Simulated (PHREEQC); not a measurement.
A solution holds 0.036 mol H2SO4 and 7.4e-07 mol H4SiO4 per kg of water, at 55 °C. Closed to the air; pH follows from the charge balance.

Computed with PHREEQC (Pitzer model, pitzer.dat).

Each row changes one thing in this solution. Precipitation was switched off in this run.

| case | pH | ionic strength (mol/kgw) |
|---|---|---|
| as made | 1.45 | 0.0515 |
| diluted 2-fold with water | 1.71 | 0.0284 |
| H4SiO4 left out | 1.45 | 0.0515 |
| H4SiO4 from 7.4e-07 to 7.4e-08 mol/kgw | 1.45 | 0.0515 |
| H2SO4 from 0.036 to 0.018 mol/kgw | 1.71 | 0.0284 |
| diluted 5-fold with water | 2.05 | … |
| 0.0021 mol/kgw LiOH added | … | … |
| H2SO4 left out | 6.57 | … |

Problem. What belongs in the gaps?

Solution. 
- diluted 5-fold with water, ionic strength (mol/kgw): 0.0133
- 0.0021 mol/kgw LiOH added, pH: 1.47
- 0.0021 mol/kgw LiOH added, ionic strength (mol/kgw): 0.0519
- H2SO4 left out, ionic strength (mol/kgw): 2.71e-7

At this temperature some constants are extrapolated from 25 °C, and those without enthalpy data are left unchanged.
